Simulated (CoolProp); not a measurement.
Vapour-liquid equilibrium of benzene (1) + o-xylene (2) at 0.244 MPa; x and y are mole fractions of (1).

Computed with CoolProp (multi-fluid Helmholtz-energy mixture model, Thol 2012 and Zhou 2012; pair parameters Bell 2016).

| x | bubble temperature (°C) | y at the bubble point | dew temperature at overall composition x (°C) | liquid density (mol/L) |
|---|---|---|---|---|
| 0.05 | 175.4 | 0.152 | 179.2 | 7.038 |
| 0.15 | 163.7 | 0.415 | 175.5 | 7.328 |
| 0.25 | 152.6 | 0.606 | 171.4 | 7.625 |
| 0.35 | 143.0 | 0.734 | 166.9 | 7.919 |
| 0.45 | 135.2 | 0.817 | 161.9 | 8.210 |
| 0.55 | 129.0 | 0.872 | 156.2 | 8.499 |
| 0.65 | 124.0 | 0.911 | 149.5 | 8.792 |
| 0.75 | 120.0 | 0.940 | 141.6 | 9.095 |
| 0.85 | 116.5 | 0.965 | 131.6 | 9.416 |
| 0.95 | 113.2 | 0.988 | 118.5 | 9.763 |

No azeotrope shows between x = 0.05 and 0.95.

Pair parameters are fitted to limited data, so mixtures are less certain than the pure fluids. The gap from Raoult's law changes sign with composition, which may be real or a fault of the pair parameters; it wasn't checked against measurements.
